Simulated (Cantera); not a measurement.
Input (Python, Cantera):

```python
import numpy as np
import cantera as ct

gas = ct.Solution("gri30.yaml")
gas.TPX = 1075, 120000, {'N2O': 1, 'N2': 4.1}
reactor = ct.IdealGasConstPressureReactor(gas, energy="off", clone=False)
net = ct.ReactorNet([reactor])
net.rtol, net.atol = 1e-08, 1e-18
show = ['N2O', 'N2', 'NO2', 'NO', 'O2', 'O']
times = np.geomspace(1e-05, 40, 12)

steps = ct.SolutionArray(gas, extra=["t"])
rows = []
print(f"{'t/s':>10s}{'T/K':>9s}{'P/Pa':>11s}" + "".join(f"{s:>11s}" for s in show))
for t in times:
    while net.time < t:
        t_next = net.step()
        steps.append(gas.state, t=t_next)
    rows.append([np.interp(t, steps.t, y) for y in (steps.T, steps.P, *steps(*show).X.T)])
    print(f"{t:10.3e}{rows[-1][0]:9.1f}{rows[-1][1]:11.4g}" + "".join(f"{x:11.3e}" for x in rows[-1][2:]))
rate = np.gradient(steps.T, steps.t)
print("integrator steps:", len(steps.t))
if steps.T.max() > steps.T[0] + 200:
    print(f"time of steepest temperature rise: {steps.t[rate.argmax()]:.4e} s")
gas.TPX = 1075, 120000, {'N2O': 1, 'N2': 4.1}
gas.equilibrate("TP")
print(f"equilibrium (TP): T = {gas.T:.1f} K  " + "  ".join(f"{s} {gas[s].X[0]:.3e}" for s in show))
```

It prints:

```
       t/s      T/K       P/Pa        N2O         N2        NO2         NO         O2          O
 1.000e-05   1075.0    1.2e+05  1.961e-01  8.039e-01  7.331e-17  6.569e-10  5.115e-09  4.197e-08
 3.983e-05   1075.0    1.2e+05  1.961e-01  8.039e-01  1.175e-14  8.330e-09  6.487e-08  1.198e-07
 1.586e-04   1075.0    1.2e+05  1.961e-01  8.039e-01  7.871e-13  6.820e-08  5.311e-07  1.869e-07
 6.318e-04   1075.0    1.2e+05  1.961e-01  8.039e-01  1.935e-11  3.384e-07  2.636e-06  1.906e-07
 2.516e-03   1075.0    1.2e+05  1.961e-01  8.039e-01  3.366e-10  1.416e-06  1.103e-05  1.906e-07
 1.002e-02   1075.0    1.2e+05  1.960e-01  8.040e-01  5.327e-09  5.703e-06  4.445e-05  1.905e-07
 3.991e-02   1075.0    1.2e+05  1.957e-01  8.041e-01  7.601e-08  2.270e-05  1.774e-04  1.904e-07
 1.590e-01   1075.0    1.2e+05  1.944e-01  8.048e-01  8.257e-07  8.945e-05  7.036e-04  1.895e-07
 6.331e-01   1075.0    1.2e+05  1.896e-01  8.073e-01  5.148e-06  3.461e-04  2.751e-03  1.855e-07
 2.522e+00   1075.0    1.2e+05  1.722e-01  8.163e-01  2.097e-05  1.255e-03  1.021e-02  1.710e-07
 1.004e+01   1075.0    1.2e+05  1.217e-01  8.426e-01  6.270e-05  3.649e-03  3.197e-02  1.290e-07
 4.000e+01   1075.0    1.2e+05  4.110e-02  8.851e-01  1.115e-04  6.429e-03  6.725e-02  5.460e-08
integrator steps: 831
equilibrium (TP): T = 1075.0 K  N2O 4.288e-09  N2 9.107e-01  NO2 1.119e-06  NO 4.748e-05  O2 8.926e-02  O 3.601e-10
```

Computed with Cantera and GRI-Mech 3.0 (53 species, 325 reactions). GRI-Mech 3.0 was tuned for natural gas; its chemistry of N2O as a main component is partial and can be far from experiment. The mechanism lacks the step 2 NO + O2 → 2 NO2, which can matter for NO2 below about 1400 K. The temperature is held fixed by assumption; the heat of reaction is taken as removed at once.
